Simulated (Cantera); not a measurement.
Cantera run, input and output.

```python
import numpy as np
import cantera as ct

gas = ct.Solution("gri30.yaml")


def delay(T, t_max=10):
    gas.TPX = T, 210000, {'CO': 1, 'H2': 0.1, 'O2': 0.5, 'N2': 2.45}
    reactor = ct.IdealGasConstPressureReactor(gas, clone=False)
    net = ct.ReactorNet([reactor])
    net.rtol, net.atol = 1e-8, 1e-16
    while net.time < t_max:
        t_old, T_old = net.time, reactor.T
        net.step()
        if reactor.T > T + 400:  # ignition: a rise of 400 K
            return t_old + (T + 400 - T_old) / (reactor.T - T_old) * (net.time - t_old)
    return np.nan


taus = []
for T in [1175, 1225, 1275, 1325, 1375, 1425, 1475]:
    taus.append(delay(T))
    print(f"T0 = {T:6g} K   tau = {taus[-1]:.4e} s")
```

It prints:

```
T0 =   1175 K   tau = 8.4959e-05 s
T0 =   1225 K   tau = 6.4700e-05 s
T0 =   1275 K   tau = 5.2699e-05 s
T0 =   1325 K   tau = 4.4953e-05 s
T0 =   1375 K   tau = 3.9690e-05 s
T0 =   1425 K   tau = 3.6014e-05 s
T0 =   1475 K   tau = 3.3432e-05 s
```

Model: GRI-Mech 3.0 (53 species, 325 reactions), integrated in Cantera. The hydrogen kinetics of GRI-Mech 3.0 are dated; newer H2 mechanisms differ, most at raised pressure. Where the delays flatten at high temperature, the 400 K rule measures the pace of heat release, not the induction time.
